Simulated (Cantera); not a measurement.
Charge: 1 mol Si3N4, 0.0014 mol H2O, 18 mol H2, equilibrated at 1875 K.

Points: P (Pa) = 0.1, 2.5, 63, 1600, 40000, 1e+06.

Cantera's Mixture.equilibrate('TP', solver="vcs", rtol=1e-11, max_steps=5000) on the NASA tables stopped like this:

```
T = 1875 K  P = 0.1 Pa  gas = 29.1 mol
   x: H 4.192e-01  H2 4.090e-01  Si 1.030e-01  N2 6.873e-02
   condensed (mol): none
T = 1875 K  P = 2.5 Pa  gas = 24.3 mol
   x: H2 6.861e-01  Si 1.221e-01  H 1.086e-01  N2 8.224e-02
   condensed (mol): none
T = 1875 K  P = 63 Pa  gas = 20.55 mol
   x: H2 8.634e-01  N2 9.725e-02  H 2.427e-02  Si 1.438e-02
   condensed (mol): Si(L) 2.687
T = 1875 K  P = 1600 Pa  gas = 20.06 mol
   x: H2 8.947e-01  N2 9.967e-02  H 4.902e-03
   condensed (mol): Si(L) 2.984
ERROR: FAILURE its = 5001!

*******************************************************************************
CanteraError thrown by MultiPhase::equilibrate:
VCS solver failed. Return code: -1
*******************************************************************************
```

Q: What got this run through?

A: Several could match; the one computed here: The failure is numerical, not chemical. The same input converged with solver="gibbs", rtol=1e-10, max_steps=50000, and the result passed a check of the equilibrium conditions:
```
T = 1875 K  P = 0.1 Pa  gas = 29.1 mol
   x: H 4.192e-01  H2 4.090e-01  Si 1.030e-01  N2 6.873e-02
   condensed (mol): none
T = 1875 K  P = 2.5 Pa  gas = 24.3 mol
   x: H2 6.861e-01  Si 1.221e-01  H 1.086e-01  N2 8.224e-02
   condensed (mol): none
T = 1875 K  P = 63 Pa  gas = 20.55 mol
   x: H2 8.634e-01  N2 9.725e-02  H 2.427e-02  Si 1.438e-02
   condensed (mol): Si(L) 2.687
T = 1875 K  P = 1600 Pa  gas = 20.06 mol
   x: H2 8.947e-01  N2 9.967e-02  H 4.902e-03
   condensed (mol): Si(L) 2.984
T = 1875 K  P = 40000 Pa  gas = 19.39 mol
   x: H2 9.277e-01  N2 7.116e-02
   condensed (mol): Si(L) 2.067  Si3N4(a) 0.31
T = 1875 K  P = 1e+06 Pa  gas = 18.06 mol
   x: H2 9.968e-01  N2 2.846e-03
   condensed (mol): Si(L) 0.07472  Si3N4(a) 0.9742
```

The gas is ideal and each condensed phase is pure. Mutual solubility and eutectic melting of coexisting phases are not modelled. The tables' values for SiN are old estimates; treat these amounts as uncertain. Gases not in the tables: Si2H6 and higher silanes.
